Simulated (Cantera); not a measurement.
A closed system holds: 1 mol CHF3, 3.5 mol H2, at 7.10 Pa.

Equilibrium computed with Cantera from the NASA thermochemical tables; the gas is ideal and each condensed phase is pure. Candidate condensed phases: C, C6H6, C7H8, C8H18; 110 gas species. Ions and electrons are included (thermal ionisation). Rates play no part.

x: gas mole fraction; nothing condenses.

```tsv
T (K)	x H	x F	x C	x HF	x C2
3000	0.654	0.205	0.0679	0.0617	0.00404
3250	0.663	0.241	0.0818	?	?
3500	0.666	0.248	0.0831	?	?
3750	0.666	0.250	0.0832	0.000638	4.49e-5
4000	0.667	0.250	0.0833	0.000192	1.31e-5
4250	0.667	0.250	0.0832	6.65e-5	4.43e-6
4500	0.666	0.250	0.0829	2.58e-5	1.68e-6
4750	0.666	0.250	0.0823	1.10e-5	6.98e-7
5000	0.665	0.249	0.0812	5.14e-6	3.12e-7
```

### Question
What belongs in the gaps?

### Answer

- 3500, x HF: 0.00250
- 3500, x C2: 0.000182
- 3250, x HF: 0.0117
- 3250, x C2: 0.000889
